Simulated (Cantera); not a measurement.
A closed system holds: 1 mol SiC, 0.42 mol CO₂, 7.1 mol N₂, 0.45 mol N₂O, at 0.00133 bar.

Equilibrium computed with Cantera from the NASA thermochemical tables; the gas is ideal and each condensed phase is pure. Candidate condensed phases: C, Si, SiC, SiO₂, Si₂N₂O, Si₃N₄; 34 gas species. Mutual solubility and eutectic melting of coexisting phases are not modelled. The numbers say what is thermodynamically allowed, not how fast it happens.

Which condensed phases are stable at each of these points (T (K)): 1323, 1348, 1373, 1398, 1423, 1448, 1473, 1498?


| T (K) | condensed phases | Si condensed (%) |
|---|---|---|
| 1323 | C(graphite) + Si₂N₂O(s) | 100.0 |
| 1348 | C(graphite) + Si₂N₂O(s) | 100.0 |
| 1373 | C(graphite) + Si₂N₂O(s) | 100.0 |
| 1398 | C(graphite) + Si₂N₂O(s) | 99.9 |
| 1423 | C(graphite) + Si₂N₂O(s) | 99.9 |
| 1448 | SiC(s) + Si₂N₂O(s) | 99.7 |
| 1473 | SiC(s) + Si₂N₂O(s) | 99.4 |
| 1498 | SiC(s) + Si₂N₂O(s) | 98.9 |

From 1323 K to 1423 K the condensed part is C(graphite) + Si₂N₂O(s). From 1448 K to 1498 K the condensed part is SiC(s) + Si₂N₂O(s).
